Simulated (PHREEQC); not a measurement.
Acid mine or pickling water: an equilibrium model

Model water analysis in mmol/kgw, 20 °C, pH 2.77, pe 8.5:

```json
[
 {"constituent": "Na", "mmol/kgw": "4.1"},
 {"constituent": "K", "mmol/kgw": "13"},
 {"constituent": "Ca", "mmol/kgw": "16"},
 {"constituent": "Mg", "mmol/kgw": "0.171"},
 {"constituent": "Cl", "mmol/kgw": "13.9"},
 {"constituent": "S(6)", "mmol/kgw": "19.3"},
 {"constituent": "Cu(2)", "mmol/kgw": "0.153"},
 {"constituent": "Zn", "mmol/kgw": "0.0659"}
]
```

Valence states are taken as typed.

Computed with PHREEQC (ion-association model, wateq4f.dat).

Each row changes one thing in this solution. Precipitation was switched off in this run.

```tsv
case	ionic strength (mol/kgw)	SO4-2 (mol/kgw)	Ca+2 (mol/kgw)	CaSO4 (mol/kgw)	HSO4- (mol/kgw)	KSO4- (mol/kgw)	SI of Gypsum (CaSO4:2H2O)	SI of Halite (NaCl)
as made	0.0647	0.0126	0.0110	0.00496	0.001000	0.000429	+0.00	-6.02
Cl from 13.9 to 41.7 mmol/kgw	0.0801	0.0130	0.0113	0.00464	0.000981	0.000413	-0.03	(withheld)
temperature from 20 to 40 °C at the same typed pH	0.0627	0.0118	0.0107	0.00521	0.00145	0.000545	-0.04	(withheld)
```

Question: Complete the blanks.

Answer: 
- Cl from 13.9 to 41.7 mmol/kgw, SI of Halite (NaCl): -5.55
- temperature from 20 to 40 °C at the same typed pH, SI of Halite (NaCl): -6.06

Constants without temperature data keep their 25 °C values here.
